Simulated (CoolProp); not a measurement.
Vapour-liquid equilibrium of n-pentane (1) + cyclohexane (2) at 0.419 MPa; x and y are mole fractions of (1).

Model: multi-fluid Helmholtz-energy mixture model, Thol 2019 and Zhou 2014; pair parameters Bell 2016, in CoolProp.

Q: Give the bubble temperature and the first vapour's composition at x = 0.05, 0.2, 0.5. Is there an azeotrope?

A: x = 0.05: 405.1 K, y = 0.132; x = 0.2: 393.3 K, y = 0.422; x = 0.5: 376.5 K, y = 0.743. No azeotrope shows between x = 0.05 and 0.95.

The pair parameters rest on a limited set of measurements; away from them the model extrapolates.
